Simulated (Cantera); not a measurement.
Mixture: 11.6 % CH3OH, 23.3 % O2, 65.1 % N2, equivalence ratio 0.75, at 495 Torr, adiabatic and at constant pressure. Ignition delay is the time to a rise of 400 K.

Computed with Cantera and GRI-Mech 3.0 (53 species, 325 reactions). GRI-Mech 3.0 was tuned for natural gas; its chemistry of methanol as a main component is partial and can be far from experiment.

Problem. Predict: delay at 1198 K; delay at 1298 K; delay at 1398 K; delay at 1498 K; delay at 1598 K; apparent activation energy between 1548 and 1648 K.

Solution. 
| Item | Value |
|---|---|
| delay at 1198 K | 14.3 ms |
| delay at 1298 K | 3.20 ms |
| delay at 1398 K | 0.930 ms |
| delay at 1498 K | 0.336 ms |
| delay at 1598 K | 0.144 ms |
| apparent activation energy between 1548 and 1648 K | 160 kJ/mol |
